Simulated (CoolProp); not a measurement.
Saturation properties of nitrous oxide (Tc = 36.4 °C, pc = 72.45 bar, ω = 0.161).

Values from CoolProp's reference Helmholtz-energy equation of state, Lemmon 2006. It is a short technical equation, of lower accuracy than the large ones.

| T (°C) | p (bar) | vapour density (kg/m³) | enthalpy of vaporisation (kJ/kg) | surface tension (mN/m) |
|---|---|---|---|---|
| -76.35 | 1.987 | … | 360.2 | 21.0 |
| -71.25 | 2.566 | 7.088 | 354.1 | 19.9 |
| -66.25 | 3.252 | 8.852 | 347.8 | … |
| -61.15 | 4.088 | 10.98 | 341.2 | 17.6 |
| -56.05 | 5.078 | 13.49 | 334.4 | 16.5 |
| -50.95 | 6.239 | 16.41 | … | 15.4 |
| -45.85 | 7.587 | … | … | 14.4 |
| -40.75 | 9.141 | 23.74 | 312.2 | 13.3 |
| -35.65 | 10.92 | 28.26 | 304.1 | 12.2 |
| -30.55 | 12.94 | 33.45 | 295.6 | 11.2 |
| -25.45 | 15.22 | 39.41 | 286.7 | 10.2 |
| -20.35 | 17.78 | 46.22 | 277.2 | 9.19 |
| -15.25 | 20.65 | 54.04 | 267.2 | … |
| -10.25 | 23.77 | 62.82 | 256.7 | 7.25 |
| -5.15 | 27.29 | 73.12 | 245.2 | 6.31 |

Problem. Complete the blanks.

Solution. 
- -76.35, vapour density (kg/m³): 5.580
- -66.25, surface tension (mN/m): 18.8
- -50.95, enthalpy of vaporisation (kJ/kg): 327.3
- -45.85, vapour density (kg/m³): 19.81
- -45.85, enthalpy of vaporisation (kJ/kg): 319.9
- -15.25, surface tension (mN/m): 8.20

It boils at -88.5 °C under 1 atm.

Surface tension comes from a separate correlation (Mulero 2012).
